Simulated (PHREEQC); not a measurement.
Dissolve 0.017 mol/kgw CdCl2 and 0.0023 mol/kgw NaOH at 43 °C. It is in equilibrium with CO2 at log p = -1 (atm). Otherwise closed; pH follows from the charge balance.

Model: ion-association model, wateq4f.dat, run in PHREEQC.

This is a speciation only: nothing precipitates in the calculation.

Estimate the pH, ionic strength.

pH 6.18; ionic strength 0.0333 mol/kgw.

In which forms is Cd present?

CdCl+ 51 %, Cd+2 43 %, CdCl2 3.8 %, CdHCO3+ 1.4 % of the Cd.

Examples of supersaturated solids here: Otavite. Others may be too. Complexes and solids missing from the database can't appear. Away from 25 °C the constants follow the database's enthalpies or fits; those with neither stay at their 25 °C values.
